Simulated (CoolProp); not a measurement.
Vapour-liquid equilibrium of R22 (1) + R113 (2) at 0.311 MPa; x and y are mole fractions of (1).

The numbers come from the multi-fluid Helmholtz-energy mixture model, Kamei 1995 and Marx 1992; pair parameters Bell 2016 in CoolProp.

```json
[
 {"x": "0.05", "bubble temperature (°C)": "67.8", "y at the bubble point": "0.397", "dew temperature at overall composition x (°C)": "84.1", "liquid density (mol/L)": "7.932"},
 {"x": "0.125", "bubble temperature (°C)": "46.2", "y at the bubble point": "0.706", "dew temperature at overall composition x (°C)": "81.0", "liquid density (mol/L)": "8.508"},
 {"x": "0.2", "bubble temperature (°C)": "30.9", "y at the bubble point": "0.839", "dew temperature at overall composition x (°C)": "77.7", "liquid density (mol/L)": "9.027"},
 {"x": "0.275", "bubble temperature (°C)": "20.3", "y at the bubble point": "0.902", "dew temperature at overall composition x (°C)": "74.2", "liquid density (mol/L)": "9.514"},
 {"x": "0.35", "bubble temperature (°C)": "12.7", "y at the bubble point": "0.934", "dew temperature at overall composition x (°C)": "70.4", "liquid density (mol/L)": "9.991"},
 {"x": "0.425", "bubble temperature (°C)": "7.1", "y at the bubble point": "0.953", "dew temperature at overall composition x (°C)": "66.3", "liquid density (mol/L)": "10.47"},
 {"x": "0.5", "bubble temperature (°C)": "2.8", "y at the bubble point": "0.965", "dew temperature at overall composition x (°C)": "61.8", "liquid density (mol/L)": "10.97"},
 {"x": "0.575", "bubble temperature (°C)": "-0.7", "y at the bubble point": "0.974", "dew temperature at overall composition x (°C)": "56.7", "liquid density (mol/L)": "11.48"},
 {"x": "0.65", "bubble temperature (°C)": "-3.5", "y at the bubble point": "0.980", "dew temperature at overall composition x (°C)": "51.0", "liquid density (mol/L)": "12.04"},
 {"x": "0.725", "bubble temperature (°C)": "-5.9", "y at the bubble point": "0.985", "dew temperature at overall composition x (°C)": "44.3", "liquid density (mol/L)": "12.63"},
 {"x": "0.8", "bubble temperature (°C)": "-8.1", "y at the bubble point": "0.989", "dew temperature at overall composition x (°C)": "36.2", "liquid density (mol/L)": "13.27"},
 {"x": "0.875", "bubble temperature (°C)": "-10.2", "y at the bubble point": "0.993", "dew temperature at overall composition x (°C)": "25.3", "liquid density (mol/L)": "13.98"},
 {"x": "0.95", "bubble temperature (°C)": "-12.3", "y at the bubble point": "0.997", "dew temperature at overall composition x (°C)": "8.2", "liquid density (mol/L)": "14.77"}
]
```

No azeotrope shows between x = 0.05 and 0.95.

The pair parameters rest on a limited set of measurements; away from them the model extrapolates. The gap from Raoult's law changes sign with composition, which may be real or a fault of the pair parameters; it wasn't checked against measurements.
